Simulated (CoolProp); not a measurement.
Properties of R1234ze(Z) along the isobar 44 bar.

The numbers come from the reference Helmholtz-energy equation of state, Akasaka 2019 in CoolProp.

```csv
T (°C),phase,density (kg/m³),speed of sound (m/s),expansivity (1/kK),fugacity coefficient
62.75,liquid,1137,527.9,2.566,0.1257
77.55,liquid,1092,474.5,2.893,0.1745
92.45,liquid,1043,420.2,3.351,0.2337
107.35,liquid,987.5,364.5,4.040,0.3023
122.25,liquid,922.5,305.6,5.211,0.3789
137.05,liquid,841.0,241.4,7.653,0.4608
151.95,supercritical,715.1,163.2,16.62,0.5450
166.85,supercritical,369.9,99.20,49.86,0.6183
```
